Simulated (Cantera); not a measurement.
Input (Python, Cantera) and output of one run.

```python
import numpy as np
import cantera as ct

gas_names = """
    CL CL2 H HCL H2 N NH NH2 NH3 N2 N2H2 N2H4 Si SiCL SiCL2 SiCL3 SiCL4 SiH SiHCL3 SiH2 SiH2CL2 SiH3
    SiH3CL SiH4 SiN Si2 Si2N Si3
""".split()
cond_names = """
    NH4CL(a) NH4CL(b) Si(cr) Si(L) Si3N4(a)
""".split()


# ... load() reads the species with a 1 bar reference pressure and builds the phases ...
atoms = {
    'Si': {'Si': 1},
    'HCl': {'H': 1, 'CL': 1},
    'N2': {'N': 2},
}
top_T = {'Si3N4(a)': 2400}  # K; cautious upper limits of use, not melting points


# ... equilibrate(T, P, feed) seeds the gas with the atoms and calls Mixture.equilibrate('TP', solver="vcs", rtol=1e-11, max_steps=5000) ...
results = []
feed = {'Si': 1, 'HCl': 15, 'N2': 0.26}  # mol
T = 1648  # K
P = 8.3  # Pa
mix = equilibrate(T, P, feed)
results.append((T, P, feed, dict(zip(mix.species_names, mix.species_moles))))
x = sorted(zip(gas.X, gas.species_names), reverse=True)
print(f"T = {T:g} K  P = {P:g} Pa  gas = {mix.phase_moles(0):.4g} mol")
print("   x: " + "  ".join(f"{s} {v:.3e}" for v, s in x if v > 1e-05))
print("   condensed (mol): " + ("  ".join(f"{mix.phase(i).name} {mix.phase_moles(i):.4g}"
      for i in range(1, mix.n_phases) if mix.phase_moles(i) > 1e-12) or "none"))
```

Output:

```
T = 1648 K  P = 8.3 Pa  gas = 15.44 mol
   x: HCL 8.172e-01  H2 7.577e-02  SiCL2 6.282e-02  CL 2.276e-02  N2 1.684e-02  H 2.691e-03  SiCL3 1.785e-03  SiCL4 1.118e-04  SiCL 3.901e-05
   condensed (mol): none
```

Cantera equilibrium calculation (NASA polynomials, part measured and part estimated; ideal gas, pure solids and liquids). The tables' values for SiCl3, SiCl are old estimates; treat these amounts as uncertain.
